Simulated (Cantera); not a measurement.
Cantera run:

```python
import numpy as np
import cantera as ct

gas_names = [...]  # 113 gases of nasa_gas.yaml made of C, H, O, Pb
cond_names = """
    C(gr) C6H6(L) C7H8(L) C8H18(L),n-octa H2O(s) H2O(L) Pb(cr) Pb(L) PbO(rd) PbO(yw) PbO(L) PbO2(s)
    Pb3O4(s)
""".split()


# ... load() reads the species with a 1 bar reference pressure and builds the phases ...
atoms = {
    'Pb': {'Pb': 1},
    'CO': {'C': 1, 'O': 1},
    'H2': {'H': 2},
}
top_T = {'C(gr)': 4500, 'Pb3O4(s)': 820}  # K; cautious upper limits of use, not melting points


# ... equilibrate(T, P, feed) seeds the gas with the atoms and calls Mixture.equilibrate('TP', solver="vcs", rtol=1e-11, max_steps=5000) ...
results = []
feed = {'Pb': 1, 'CO': 8.5, 'H2': 14}  # mol
T = 1575  # K
P = 1333.22  # Pa
mix = equilibrate(T, P, feed)
results.append((T, P, feed, dict(zip(mix.species_names, mix.species_moles))))
print(gas.report(threshold=0.0001))
for i in range(1, mix.n_phases):
    print(f"{mix.phase(i).name:16s} {mix.phase_moles(i):12.5e} mol")
```

It prints:

```
       temperature   1575 K
          pressure   1333.2 Pa
           density   0.0020511 kg/m^3
  mean mol. weight   20.147 kg/kmol
   phase of matter   gas

                          1 kg             1 kmol
                     ---------------   ---------------
          enthalpy        3.7798e+05        7.6151e+06  J
   internal energy       -2.7201e+05       -5.4802e+06  J
           entropy             12388        2.4958e+05  J/K
    Gibbs function       -1.9133e+07       -3.8547e+08  J
 heat capacity c_p            1646.7             33177  J/K
 heat capacity c_v            1234.1             24862  J/K

                      mass frac. Y      mole frac. X     chem. pot. / RT
                     ---------------   ---------------   ---------------
                CO            0.5028           0.36165           -40.692
                 H        1.3896e-05        0.00027774           -11.791
                H2           0.05959           0.59551           -23.582
                Pb           0.43758          0.042547           -15.797
     [ +109 minor]        2.1945e-05        1.4675e-05

C(gr)             0.00000e+00 mol
Pb(L)             0.00000e+00 mol
PbO(L)            0.00000e+00 mol
```

Method: chemical equilibrium by Gibbs-energy minimisation in Cantera with the NASA 1993 tables (ideal gas, pure condensed phases).
